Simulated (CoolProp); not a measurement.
Vapour-liquid equilibrium of R22 (1) + C3F8 (R218) (2) at 8.17 bar; x and y are mole fractions of (1).

The numbers come from the multi-fluid Helmholtz-energy mixture model, Kamei 1995 and Lemmon 2006; pair parameters Bell 2016 in CoolProp.

| x | bubble temperature, mixture model (K) | bubble temperature, Raoult's law (K) | y, mixture model | y, Raoult's law |
|---|---|---|---|---|
| 0.05 | 293.2 | 295.6 | [?] | 0.060 |
| 0.2 | 287.4 | 294.5 | 0.322 | 0.231 |
| 0.35 | [?] | 293.5 | 0.461 | 0.393 |
| 0.5 | [?] | 292.4 | [?] | 0.546 |
| 0.65 | [?] | 291.5 | [?] | 0.691 |
| 0.8 | [?] | 290.5 | 0.727 | 0.828 |
| 0.95 | [?] | 289.6 | 0.899 | 0.958 |

Question: Complete the blanks.

Answer: 
- 0.05, y, mixture model: 0.100
- 0.35, bubble temperature, mixture model (K): 284.2
- 0.5, bubble temperature, mixture model (K): 282.8
- 0.5, y, mixture model: 0.555
- 0.65, bubble temperature, mixture model (K): 282.5
- 0.65, y, mixture model: 0.634
- 0.8, bubble temperature, mixture model (K): 283.4
- 0.95, bubble temperature, mixture model (K): 286.9

The largest gap from Raoult's law is -9.6 K in bubble temperature, at x = 0.5. y crosses x between x = 0.5 and 0.65: the model has an azeotrope there.

Pair parameters are fitted to limited data, so mixtures are less certain than the pure fluids.
